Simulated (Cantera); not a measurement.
Input: 1 mol HMDSO, 3.6 mol H2O, 36 mol H2, equilibrated at 2123 K and 0.120 Torr.

Method: chemical equilibrium by Gibbs-energy minimisation in Cantera with the NASA 1993 tables (ideal gas, pure condensed phases). Candidate condensed phases: C, C6H6, C7H8, C8H18, H2O, Si, SiC, SiO2; 123 gas species. The feed counts by its element totals alone. Kinetics and transport are ignored.

Base state: H2 0.663, H 0.231, CO 0.0735, Si 0.0287, SiC2 0.00204, C2H2 (acetylene) 0.00110, Si2C 0.000412, SiO 0.000288 (mole fractions); condensed: C(graphite).

**Question.** What changes in the equilibrium state with this change: H2O from 3.6 to 0.76 mol?

**Answer.** 
```
species             before     after
----------------  --------  --------
H2                   0.663     0.696
H                    0.231     0.237
Si                  0.0287    0.0320
CO                  0.0735    0.0312
SiO               0.000288  0.000136
Si2C              0.000412  0.000511
C(graphite), mol     0.999      3.83
```

**Question.** What changes in the equilibrium state with this change: temperature from 2123 K to 723.15 K?

**Answer.** 
| species | before | after |
|---|---|---|
| H2 | 0.663 | 0.987 |
| CO | 0.0735 | 0.0118 |
| CH4 | 2.20e-8 | 0.000829 |
| H | 0.231 | <1e-9 |
| Si | 0.0287 | <1e-9 |
| SiC2 | 0.00204 | <1e-9 |
| C2H2 (acetylene) | 0.00110 | <1e-9 |
| Si2C | 0.000412 | <1e-9 |
| H2O | <1e-9 | 0.000378 |
| C(graphite), mol | 0.999 | 5.38 |
| SiO2(α-quartz), mol | 0 | 2.00 |

**Question.** What changes in the equilibrium state with this change: pressure from 0.120 Torr to 375 Torr?

**Answer.** 
```csv
species,before,after
H2,0.663,0.908
CO,0.0735,0.0804
SiO,0.000288,0.00584
H,0.231,0.00484
Si,0.0287,6.99e-5
SiC2,0.00204,8.31e-7
CH4,2.20e-8,5.28e-5
C2H,1.06e-5,3.73e-8
Si2C,0.000412,3.12e-6
Si2,1.06e-5,1.96e-7
"C(graphite), mol",0.999,0
"SiC(s), mol",0,1.68
```
Gases not in the tables: Si2H6 and higher silanes.
